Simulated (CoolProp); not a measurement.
Computed with CoolProp (reference Helmholtz-energy equation of state, Lemmon 2006). It is a short technical equation, of lower accuracy than the large ones.

### Question
For toluene, give the phase and the speed of sound (m/s), expansivity (1/kK), conductivity (mW/(m K)), Prandtl number at 431.3 K and 5.19 MPa; 579.6 K and 5.19 MPa.

### Answer
- 431.3 K and 5.19 MPa: liquid; speed of sound 829, expansivity 1.45, conductivity 98.9, Prandtl number 4.16
- 579.6 K and 5.19 MPa: liquid; speed of sound 273, expansivity 5.82, conductivity 77.7, Prandtl number 2.71

Viscosity comes from a separate model (Avgeri 2015). Thermal conductivity comes from a separate model (Assael 2012).
